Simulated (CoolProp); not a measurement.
Vapour-liquid equilibrium of R152A (1) + n-butane (2) at 5.56 bar; x and y are mole fractions of (1).

Model: multi-fluid Helmholtz-energy mixture model, Outcalt 1996 and Bücker 2006; pair parameters Bell 2016, in CoolProp.

### Question
Give the bubble temperature and the first vapour's composition at x = 0.2, 0.35, 0.425. Is there an azeotrope?

### Answer
x = 0.2: 31.1 °C, y = 0.522; x = 0.35: 25.9 °C, y = 0.626; x = 0.425: 24.5 °C, y = 0.658. y crosses x between x = 0.8 and 0.875: the model has an azeotrope there.

Pair parameters are fitted to limited data, so mixtures are less certain than the pure fluids. With so large a gap from Raoult's law the liquid may split in two, which this calculation doesn't test in full.
